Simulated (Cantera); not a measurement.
Input: 1 mol SiH4, 0.55 mol CH4, 180 mol H2, held at 2200 °C and 0.300 bar.

Equilibrium computed with Cantera from the NASA thermochemical tables; the gas is ideal and each condensed phase is pure. Gases not in the tables: Si2H6 and higher silanes. Kinetics and transport are ignored.

| species | before | after |
|---|---|---|
| H2 | 0.954 | 0.632 |
| H | 0.0398 | 0.362 |
| Si | 0.00383 | 0.00423 |
| SiH | 0.000564 | 4.54e-5 |
| CH4 | 1.55e-5 | 6.07e-8 |
| SiH2 | 0.000262 | 1.54e-6 |
| C | 1.38e-7 | 1.92e-5 |
| Si2 | 2.91e-5 | 2.85e-7 |
| Si2C | 0.000244 | 2.65e-6 |
| CH3 | 1.17e-5 | 6.28e-7 |
Gas species are given as mole fractions.

Name the change that produced these shifts.
A) temperature from 2200 °C to 1477 °C
B) pressure from 0.300 bar to 0.00240 bar
C) CH4 from 0.55 to 0.94 mol
D) pressure from 0.300 bar to 0.0880 bar

B, pressure from 0.300 bar to 0.00240 bar
